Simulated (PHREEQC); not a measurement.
Model water analysis in mg/kgw, 20 °C, pH 6.27, pe 11.9: Na 3.32; K 1.5; Ca 49; Mg 6.63; Cl 12.6; S(6) as SO4 91; Alkalinity as HCO3 60.4; Cd 0.564.

Valence states are taken as typed.

Model: ion-association model, phreeqc.dat, run in PHREEQC.

| Property | Value |
|---|---|
| ionic strength | 0.00519 mol/kgw |
| specific conductance | 304 µS/cm |
| charge-balance error | -0.9 % |

| species | molality | activity | log γ |
|---|---|---|---|
| CO2 | 0.00117 | 0.00118 | 0.001 |
| Ca+2 | 0.00112 | 0.000835 | -0.129 |
| HCO3- | 0.000978 | 0.000908 | -0.032 |
| SO4-2 | 0.000835 | 0.000618 | -0.131 |
| Cl- | 0.000355 | 0.000329 | -0.033 |
| Mg+2 | 0.000247 | 0.000184 | -0.128 |
| Na+ | 0.000144 | 0.000133 | -0.033 |
| CaSO4 | 8.82e-5 | 8.83e-5 | 0.001 |
| K+ | 3.82e-5 | 3.54e-5 | -0.034 |

This is a speciation only: nothing precipitates in the calculation.
